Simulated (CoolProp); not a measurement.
A single-stage vapour-compression cycle with R13: evaporating at 231.15 K (dew point), condensing at 251.15 K (bubble point), superheat 0 K, subcooling 5 K, compressor efficiency 0.85, no pressure losses. Each further row changes one setting.

Values from CoolProp's reference Helmholtz-energy equation of state, Platzer 1990. This equation is an older, rougher fit; its heat capacities, sound speeds and derivatives of the liquid may be far off and weren't checked against measurements.

```
case                              cooling COP  pressure ratio  discharge temperature (K)  refrigerating effect (kJ/kg)  volumetric capacity (kJ/m³)
--------------------------------  -----------  --------------  -------------------------  ----------------------------  ---------------------------
as stated                                8.95            1.92                      260.4                           112                         3950
evaporating temperature 236.15 K         12.5            1.61                      257.9                           113                         4750
condensing temperature 246.15 K          12.3            1.64                      253.3                           117                         4130
subcooling 10 K                          9.36            1.92                      260.4                           117                         4130
superheat 10 K                           8.86            1.92                      270.4                           118                         3910
compressor efficiency 0.75               7.90            1.92                      262.6                           112                         3950
```
